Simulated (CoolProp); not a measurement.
Properties of isobutene along the isobar 0.101 MPa.

The numbers come from the reference Helmholtz-energy equation of state, Lemmon 2005 in CoolProp. It is a short technical equation, of lower accuracy than the large ones.

| T (°C) | phase | density (kg/m³) | cp (kJ/(kg K)) | speed of sound (m/s) | fugacity coefficient |
|---|---|---|---|---|---|
| -19.45 | liquid | 640.5 | 2.174 | 1121 | 0.5830 |
| -2.65 | gas | 2.625 | 1.549 | 204.6 | (withheld) |
| 14.15 | gas | (withheld) | 1.595 | 211.6 | (withheld) |
| 30.85 | gas | 2.301 | 1.648 | 218.2 | 0.9748 |
| 47.65 | gas | 2.171 | 1.706 | 224.4 | 0.9791 |
| 64.45 | gas | 2.056 | 1.766 | 230.4 | 0.9824 |
| 81.25 | gas | 1.953 | (withheld) | (withheld) | 0.9850 |
| 98.05 | gas | 1.860 | 1.888 | 241.8 | 0.9872 |
| 114.85 | gas | 1.777 | 1.950 | (withheld) | 0.9889 |
| 131.65 | gas | 1.700 | 2.011 | 252.4 | 0.9903 |

**Question.** Fill in the missing entries.

**Answer.** 
- -2.65, fugacity coefficient: 0.9616
- 14.15, density (kg/m³): 2.450
- 14.15, fugacity coefficient: 0.9692
- 81.25, cp (kJ/(kg K)): 1.827
- 81.25, speed of sound (m/s): 236.2
- 114.85, speed of sound (m/s): 247.2
